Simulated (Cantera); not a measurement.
Source: NASA polynomial tables (part measured, part estimated), evaluated in Cantera. Values are per mole of reaction as written; species without (g) are pure solids or liquids, kept so even where they would boil at 1 bar.

1.143 Ti + O2(g) = 0.2857 Ti4O7, with ΔH° = -972.7 kJ and ΔS° = -183.5 J/K at 300 K.

Question: How far is the shortcut ΔG° ≈ ΔH°(300 K) − T·ΔS°(300 K) from the full temperature-dependent value at 1498, 1598, 1698, 1798, 1898, 1998, 2098, 2198 K?

Answer: 
| T (K) | shortcut (kJ) | full (kJ) | difference (kJ) | difference in log10 K | condensed phases |
|---|---|---|---|---|---|
| 1498 | -697.9 | -708.8 | 10.8 | -0.38 | Ti(β), Ti4O7(s) |
| 1598 | -679.6 | -691.9 | 12.3 | -0.40 | Ti(β), Ti4O7(s) |
| 1698 | -661.2 | -675.0 | 13.8 | -0.42 | Ti(β), Ti4O7(s) |
| 1798 | -642.9 | -658.3 | 15.4 | -0.45 | Ti(β), Ti4O7(s) |
| 1898 | -624.5 | -641.6 | 17.1 | -0.47 | Ti(β), Ti4O7(s) |
| 1998 | -606.2 | -626.1 | 19.9 | -0.52 | Ti(l), Ti4O7(l) |
| 2098 | -587.8 | -611.9 | 24.1 | -0.60 | Ti(l), Ti4O7(l) |
| 2198 | -569.5 | -597.8 | 28.3 | -0.67 | Ti(l), Ti4O7(l) |
The shortcut ignores heat capacities and the phase changes listed.
